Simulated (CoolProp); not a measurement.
Vapour-liquid equilibrium of n-butane (1) + cyclohexane (2) at 305.2 K; x and y are mole fractions of (1).

The numbers come from the multi-fluid Helmholtz-energy mixture model, Bücker 2006 and Zhou 2014; pair parameters Bell 2016 in CoolProp.

| x | bubble pressure, mixture model (MPa) | bubble pressure, Raoult's law (MPa) | y, mixture model | y, Raoult's law |
|---|---|---|---|---|
| 0.05 | 0.02798 | 0.03191 | 0.395 | 0.472 |
| 0.15 | 0.05217 | 0.06026 | 0.709 | 0.750 |
| 0.25 | 0.08004 | 0.08861 | 0.833 | 0.850 |
| 0.35 | 0.1100 | 0.1170 | 0.895 | 0.901 |
| 0.45 | 0.1407 | 0.1453 | 0.930 | 0.933 |
| 0.55 | 0.1710 | 0.1737 | 0.952 | 0.954 |
| 0.65 | 0.2004 | 0.2020 | 0.968 | 0.969 |
| 0.75 | 0.2290 | 0.2304 | 0.979 | 0.981 |
| 0.85 | 0.2572 | 0.2587 | 0.988 | 0.990 |
| 0.95 | 0.2861 | 0.2871 | 0.996 | 0.997 |

The largest gap from Raoult's law is -13.4 % in bubble pressure, at x = 0.15. No azeotrope shows between x = 0.05 and 0.95.

The pair parameters rest on a limited set of measurements; away from them the model extrapolates.
